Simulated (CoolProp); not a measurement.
Vapour-liquid equilibrium of cyclohexane (1) + dimethyl carbonate (2) at 0.498 MPa; x and y are mole fractions of (1).

Values from CoolProp's multi-fluid Helmholtz-energy mixture model, Zhou 2014 and Zhou 2011; pair parameters Bell 2016.

### Question
Give the bubble temperature and the first vapour's composition at x = 0.05, 0.5, 0.95. Is there an azeotrope?

### Answer
x = 0.05: 418.9 K, y = 0.123; x = 0.5: 407.2 K, y = 0.537; x = 0.95: 414.3 K, y = 0.891. y crosses x between x = 0.5 and 0.65: the model has an azeotrope there.

The pair parameters rest on a limited set of measurements; away from them the model extrapolates.
